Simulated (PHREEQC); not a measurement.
Dissolve 0.0068 mol Pb(NO3)2, 0.013 mol NaCl and 0.22 mol Na2SO4 per kg of water at 25 °C. Closed to the air; pH follows from the charge balance.

The numbers come from PHREEQC with the ion-association model, wateq4f.dat.

**Question.** The ionic strength comes out as 0.548 mol/kgw. What activity coefficients do PbNO3+, NaSO4-, PbOH+, Na+, Pb(SO4)2-2 get?

**Answer.** PbNO3+ 0.74, NaSO4- 0.69, PbOH+ 0.74, Na+ 0.71, Pb(SO4)2-2 0.29.

No solid was allowed to form. Saturation is exceeded, for instance for Anglesite, Larnakite; the values hold only as long as no solid forms. Species that the database lacks are ignored.
